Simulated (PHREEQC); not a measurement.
Consider water at 65 °C with 0.02 mol CuSO4, 0.0094 mol HCl and 0.0013 mol NaCl per kg of water. Closed to the air; pH follows from the charge balance.

All values are PHREEQC results (ion-association model, phreeqc.dat), not measurements.

Task: The ionic strength comes out as 0.0557 mol/kgw. What activity coefficients do Cu+2, H+, NaSO4-, Na+, Cl- get?

Result: Cu+2 0.44, H+ 0.84, NaSO4- 0.81, Na+ 0.81, Cl- 0.79.

This is a speciation only: nothing precipitates in the calculation. At this temperature some constants are extrapolated from 25 °C, and those without enthalpy data are left unchanged.
